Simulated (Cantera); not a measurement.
A perfectly stirred reactor is fed with CO : H2 : CH4 : O2 : N2 = 1 : 0.28 : 0.093 : 1.8 : 6.75 (molar parts), at 19.0 bar; it is adiabatic with a 325 K inlet, and is followed from long to short residence time, starting on the burning branch (τ in s: 0.037, 0.018, 0.0088, 0.0043, 0.0021, 0.001, 0.0005, 0.00024, 0.00012, 5.8e-05).

Detailed kinetics in Cantera: GRI-Mech 3.0 (53 species, 325 reactions). The pressure lies above the range GRI-Mech 3.0 was tuned for (to about 10 atm).

### Question
What does this change do: CH4 0.093 to 0.12 parts?

### Answer
```csv
quantity,before,after
"blow-out, bracketed by the residence times tried","burning at 2.10 ms, out at 1.00 ms","burning at 1.00 ms, out at 0.500 ms"
x(CO) at τ = 37.0 ms,0.000477,0.000376
x(H2) at τ = 37.0 ms,1.34e-5,1.15e-5
x(CH4) at τ = 37.0 ms,3.20e-6,2.99e-6
x(NO) at τ = 37.0 ms,3.81e-6,5.37e-6
x(CH2) at τ = 37.0 ms,6.41e-10,9.27e-10
x(CO) at τ = 1.00 ms,0.101,0.00730
x(H2) at τ = 1.00 ms,0.0282,0.000210
x(CH4) at τ = 1.00 ms,0.00937,5.54e-5
x(NO) at τ = 1.00 ms,<1e-12,3.39e-6
x(CH2) at τ = 1.00 ms,<1e-12,2.16e-8
```

### Question
What does this change do: pressure from 19.0 bar to 1.00 bar?

### Answer
```
quantity                                                                      before                                after
------------------------------------------------  ----------------------------------  -----------------------------------
blow-out, bracketed by the residence times tried  burning at 2.10 ms, out at 1.00 ms  burning at 1.00 ms, out at 0.500 ms
x(CO) at τ = 37.0 ms                                                        0.000477                              0.00177
x(H2) at τ = 37.0 ms                                                         1.34e-5                             0.000129
x(CH4) at τ = 37.0 ms                                                        3.20e-6                              4.83e-6
x(NO) at τ = 37.0 ms                                                         3.81e-6                              1.06e-5
x(CH2) at τ = 37.0 ms                                                       6.41e-10                              7.40e-9
x(CO) at τ = 1.00 ms                                                           0.101                               0.0208
x(H2) at τ = 1.00 ms                                                          0.0282                              0.00114
x(CH4) at τ = 1.00 ms                                                        0.00937                              7.17e-5
x(NO) at τ = 1.00 ms                                                          <1e-12                              4.63e-6
x(CH2) at τ = 1.00 ms                                                         <1e-12                              6.89e-8
```
